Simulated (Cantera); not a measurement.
Feed: 1 mol Fe2O3, a varied amount of Cl2, 3.9 mol H2, equilibrated at 652 °C and 6.90 bar.

Equilibrium computed with Cantera from the NASA thermochemical tables; the gas is ideal and each condensed phase is pure. Candidate condensed phases: Fe, FeCl2, FeCl3, FeO, Fe(OH)2, Fe(OH)3, Fe2O3, Fe3O4, H2O; 22 gas species. The tables' stoichiometric FeO is somewhat more stable than real wüstite, so its field is too wide. FeO: taken at fixed stoichiometry. Kinetics and transport are ignored.

log p: log10 of the partial pressure in bar; n: condensed amount in mol.

```json
[
 {"n(Cl2) (mol)": "0.043", "log p H2": "0.70", "log p H2O": "0.24", "log p HCl": "-0.82", "log p FeCl2": "-3.66", "n FeO(s)": "2.00", "n FeCl2(s)": "0"},
 {"n(Cl2) (mol)": "0.055", "log p H2": "0.70", "log p H2O": "0.24", "log p HCl": "(withheld)", "log p FeCl2": "(withheld)", "n FeO(s)": "2.00", "n FeCl2(s)": "0"},
 {"n(Cl2) (mol)": "0.071", "log p H2": "0.69", "log p H2O": "0.24", "log p HCl": "-0.61", "log p FeCl2": "-3.23", "n FeO(s)": "2.00", "n FeCl2(s)": "0"},
 {"n(Cl2) (mol)": "0.09", "log p H2": "0.69", "log p H2O": "0.24", "log p HCl": "-0.51", "log p FeCl2": "-3.03", "n FeO(s)": "2.00", "n FeCl2(s)": "0"},
 {"n(Cl2) (mol)": "0.11", "log p H2": "0.68", "log p H2O": "0.24", "log p HCl": "-0.43", "log p FeCl2": "-2.85", "n FeO(s)": "2.00", "n FeCl2(s)": "0"},
 {"n(Cl2) (mol)": "0.15", "log p H2": "0.67", "log p H2O": "0.23", "log p HCl": "(withheld)", "log p FeCl2": "(withheld)", "n FeO(s)": "2.00", "n FeCl2(s)": "0"},
 {"n(Cl2) (mol)": "0.19", "log p H2": "0.66", "log p H2O": "0.23", "log p HCl": "-0.20", "log p FeCl2": "-2.40", "n FeO(s)": "2.00", "n FeCl2(s)": "0"},
 {"n(Cl2) (mol)": "0.24", "log p H2": "0.65", "log p H2O": "0.24", "log p HCl": "-0.18", "log p FeCl2": "-2.36", "n FeO(s)": "1.96", "n FeCl2(s)": "0.0382"},
 {"n(Cl2) (mol)": "0.3", "log p H2": "0.64", "log p H2O": "0.27", "log p HCl": "-0.17", "log p FeCl2": "-2.36", "n FeO(s)": "1.90", "n FeCl2(s)": "0.0929"}
]
```

**Question.** What belongs in the gaps?

**Answer.** 
- 0.055, log p HCl: -0.72
- 0.055, log p FeCl2: -3.45
- 0.15, log p HCl: -0.30
- 0.15, log p FeCl2: -2.59
